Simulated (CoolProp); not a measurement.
The numbers come from the reference Helmholtz-energy equation of state, Polt 1992 in CoolProp. This equation is an older, rougher fit.

Task: For cyclopropane, give the phase and the cp (kJ/(kg K)) at 130.25 °C and 0.0875 MPa; 128.35 °C and 0.557 MPa; 93.85 °C and 0.157 MPa.

Result: 
- 130.25 °C and 0.0875 MPa: gas; cp 1.85
- 128.35 °C and 0.557 MPa: gas; cp 1.89
- 93.85 °C and 0.157 MPa: gas; cp 1.69
